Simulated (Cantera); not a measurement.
Ignition delay

Mixture: CO : H2 : CH4 : O2 : N2 = 1 : 0.15 : 0.83 : 2.03 : 8.33 (molar parts), equivalence ratio 1.1, at 5.00 bar, adiabatic and at constant pressure. Ignition delay is the time to a rise of 400 K.

Cantera simulation using GRI-Mech 3.0 (53 species, 325 reactions); the numbers are that mechanism's predictions, not measurements.

| T0 (K) | delay (ms) |
|---|---|
| 1248 | 1.71 |
| 1323 | 0.849 |
| 1398 | 0.427 |
| 1473 | 0.222 |
| 1548 | 0.120 |

```json
{
  "apparent activation energy between 1398 and 1548 K": "150 kJ/mol"
}
```
